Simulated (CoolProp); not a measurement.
Vapour-liquid equilibrium of n-heptane (1) + ethylbenzene (2) at 0.0226 MPa; x and y are mole fractions of (1).

Model: multi-fluid Helmholtz-energy mixture model, Span 2003 and Zhou 2012; pair parameters Bell 2016, in CoolProp.

**Question.** Give the bubble temperature and the first vapour's composition at x = 0.05, 0.2, 0.65. Is there an azeotrope?

**Answer.** x = 0.05: 83.6 °C, y = 0.190; x = 0.2: 74.2 °C, y = 0.514; x = 0.65: 60.7 °C, y = 0.859. No azeotrope shows between x = 0.05 and 0.95.

Pair parameters are fitted to limited data, so mixtures are less certain than the pure fluids.
